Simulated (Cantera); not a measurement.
An isothermal, constant-pressure homogeneous reactor starts with 13.8 % H2, 86.2 % O2, at 1100 K and 360 Pa.

Detailed kinetics in Cantera: the H2/O2 subset of GRI-Mech 3.0, which has no nitrogen chemistry. Radical loss at walls, strong at low pressure, is not modelled. The temperature is held fixed by assumption; the heat of reaction is taken as removed at once.

x: mole fraction; the columns are a selection and need not sum to one.

```tsv
t (s)	x H2	x O2	x H	x H2O2	x H2O	x HO2
2.00e-5	0.138	0.862	7.24e-11	<1e-12	<1e-12	7.47e-11
4.93e-5	0.138	0.862	1.72e-10	<1e-12	2.13e-12	1.84e-10
0.000121	0.138	0.862	4.02e-10	<1e-12	2.70e-11	4.54e-10
0.000299	0.138	0.862	1.01e-9	<1e-12	3.05e-10	…
0.000737	0.138	0.862	3.70e-9	1.19e-12	3.45e-9	…
0.00182	0.138	0.862	4.62e-8	7.23e-12	7.63e-8	…
0.00447	0.138	0.862	1.70e-5	6.44e-11	3.08e-5	…
0.0110	0.0107	0.787	0.0499	8.28e-8	0.0990	2.43e-6
0.0271	0.00426	0.785	0.0400	4.93e-8	0.113	2.44e-6
0.0669	0.00349	0.801	0.0277	5.69e-8	0.122	2.52e-6
0.165	0.00201	0.826	0.0111	7.06e-8	0.136	2.48e-6
0.406	0.000594	0.845	0.00168	7.89e-8	0.145	…
1.00	9.87e-5	0.850	0.000112	5.89e-8	0.147	…
```

Complete the blanks.


- 0.000299, x HO2: 1.12e-9
- 0.000737, x HO2: 2.76e-9
- 0.00182, x HO2: 6.88e-9
- 0.00447, x HO2: 5.60e-8
- 0.406, x HO2: 1.93e-6
- 1.00, x HO2: 8.99e-7
